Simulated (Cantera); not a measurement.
Cantera run:

```python
import numpy as np
import cantera as ct

gas_names = """
    Fe FeO N NO NO2 NO3 N2 N2O O O2 O3 S SN SO SO2 SO3 S2 S2O S8
""".split()
cond_names = """
    Fe(a) Fe(c) Fe(d) Fe(L) FeO(s) FeO(L) FeS(a) FeS(b) FeS(c) FeS(L) FeSO4(s) FeS2(s) Fe2O3(s)
    Fe2S3O12(s) Fe3O4(s) S(cr1) S(cr2) S(L)
""".split()


# ... load() reads the species with a 1 bar reference pressure and builds the phases ...
atoms = {
    'FeS2': {'Fe': 1, 'S': 2},
    'SO3': {'S': 1, 'O': 3},
    'N2': {'N': 2},
}
top_T = {'FeSO4(s)': 950, 'FeS2(s)': 1010, 'Fe2O3(s)': 1830, 'Fe2S3O12(s)': 1100, 'Fe3O4(s)': 1870}  # K; cautious upper limits of use, not melting points


# ... equilibrate(T, P, feed) seeds the gas with the atoms and calls Mixture.equilibrate('TP', solver="vcs", rtol=1e-11, max_steps=5000) ...
results = []
feed = {'FeS2': 1, 'SO3': 0.083, 'N2': 5.7}  # mol
T = 1323  # K
P = 2200  # Pa
mix = equilibrate(T, P, feed)
results.append((T, P, feed, dict(zip(mix.species_names, mix.species_moles))))
print(gas.report(threshold=0.001))
for i in range(1, mix.n_phases):
    print(f"{mix.phase(i).name:16s} {mix.phase_moles(i):12.5e} mol")
```

Output:

```
       temperature   1323 K
          pressure   2200 Pa
           density   0.0062941 kg/m^3
  mean mol. weight   31.47 kg/kmol
   phase of matter   gas

                          1 kg             1 kmol
                     ---------------   ---------------
          enthalpy        1.1754e+06        3.6991e+07  J
   internal energy        8.2588e+05        2.5991e+07  J
           entropy            8812.2        2.7733e+05  J/K
    Gibbs function       -1.0483e+07       -3.2991e+08  J
 heat capacity c_p            1108.9             34896  J/K
 heat capacity c_v            844.66             26582  J/K

                      mass frac. Y      mole frac. X     chem. pot. / RT
                     ---------------   ---------------   ---------------
                N2            0.8049           0.90421           -29.552
               SO2          0.039341          0.019328           -68.629
                S2           0.15405          0.075609            -25.19
     [  +16 minor]          0.001707        0.00085203

Fe(c)             0.00000e+00 mol
FeO(s)            0.00000e+00 mol
FeS(c)            1.00000e+00 mol
Fe2O3(s)          0.00000e+00 mol
Fe3O4(s)          0.00000e+00 mol
S(L)              0.00000e+00 mol
```

Cantera equilibrium calculation (NASA polynomials, part measured and part estimated; ideal gas, pure solids and liquids). FeS: taken at fixed stoichiometry.
